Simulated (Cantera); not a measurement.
An isothermal, constant-pressure homogeneous reactor starts with C2H6 : O2 : N2 : CH4 = 0.0031 : 0.002 : 1 : 0.013 (molar parts), at 1248 K and 2.37 atm.

Model: GRI-Mech 3.0 (53 species, 325 reactions), integrated in Cantera. GRI-Mech 3.0 stops at C3 and has no aromatics, soot or wall deposition, so with more carbon than oxygen in the feed, carbon stays in small species such as C2H2 where larger ones or solid carbon would form.

x: mole fraction; the columns are a selection and need not sum to one.

```csv
t (s),x C2H6,x O2,x CO2,x H,x HO2
0.000600,0.00303,0.00196,3.37e-9,…,1.59e-7
0.00126,0.00300,0.00196,1.20e-8,6.90e-8,1.71e-7
0.00263,0.00295,0.00196,3.11e-8,7.08e-8,1.75e-7
0.00552,0.00284,0.00195,7.17e-8,7.41e-8,1.81e-7
0.0116,0.00263,0.00193,1.63e-7,…,1.92e-7
0.0242,0.00221,0.00188,4.09e-7,…,2.07e-7
0.0508,0.00151,0.00174,1.37e-6,1.06e-7,2.11e-7
0.106,0.000714,0.00143,5.80e-6,1.13e-7,1.73e-7
0.223,0.000247,0.000933,1.90e-5,…,9.65e-8
0.467,9.40e-5,0.000464,3.72e-5,…,3.68e-8
0.978,3.85e-5,0.000196,5.02e-5,…,1.13e-8
2.05,1.56e-5,7.61e-5,5.72e-5,…,3.15e-9
4.30,7.34e-6,2.51e-5,6.14e-5,…,7.89e-10
9.00,4.77e-6,5.02e-6,6.46e-5,…,1.36e-10
```

Problem. Complete the blanks.

Solution. 
- 0.000600, x H: 6.26e-8
- 0.0116, x H: 8.04e-8
- 0.0242, x H: 9.13e-8
- 0.223, x H: 1.01e-7
- 0.467, x H: 7.64e-8
- 0.978, x H: 5.05e-8
- 2.05, x H: 3.19e-8
- 4.30, x H: 2.17e-8
- 9.00, x H: 1.78e-8
